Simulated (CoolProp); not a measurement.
Ethylene along the isotherm 450 K: density (kg/m³) from the reference equation and from simpler models built on Tc = 282.4 K, pc = 5.042 MPa, ω = 0.087; each cubic takes its own stable root.

The numbers come from the reference Helmholtz-energy equation of state, Smukala 2000 in CoolProp.

```json
[
 {"p (MPa)": "0.97", "phase": "gas", "reference": "7.371"},
 {"p (MPa)": "1.94", "phase": "gas", "reference": "14.94"},
 {"p (MPa)": "2.91", "phase": "gas", "reference": "22.71"},
 {"p (MPa)": "3.88", "phase": "gas", "reference": "30.67"},
 {"p (MPa)": "4.85", "phase": "gas", "reference": "38.83"},
 {"p (MPa)": "5.82", "phase": "supercritical", "reference": "47.18"},
 {"p (MPa)": "6.79", "phase": "supercritical", "reference": "55.70"},
 {"p (MPa)": "7.76", "phase": "supercritical", "reference": "64.39"},
 {"p (MPa)": "8.73", "phase": "supercritical", "reference": "73.23"},
 {"p (MPa)": "9.7", "phase": "supercritical", "reference": "82.19"},
 {"p (MPa)": "10.7", "phase": "supercritical", "reference": "91.53"},
 {"p (MPa)": "11.6", "phase": "supercritical", "reference": "100.00"},
 {"p (MPa)": "12.6", "phase": "supercritical", "reference": "109.4"}
]
```

Problem. How far does each simpler model (ideal gas, Redlich-Kwong, Soave-Redlich-Kwong, Peng-Robinson) lie from the reference over these 13 states: mean and median of the absolute difference, and the worst?

Solution. 
- ideal gas: mean 8.2 %, median 8.6 %, worst -13.6 % at 450 K and 12.6 MPa
- Redlich-Kwong: mean 0.9 %, median 1.1 %, worst +1.3 % at 450 K and 10.7 MPa
- Soave-Redlich-Kwong: mean 1.5 %, median 1.3 %, worst -3.2 % at 450 K and 12.6 MPa
- Peng-Robinson: mean 1.1 %, median 1.2 %, worst +1.4 % at 450 K and 7.76 MPa
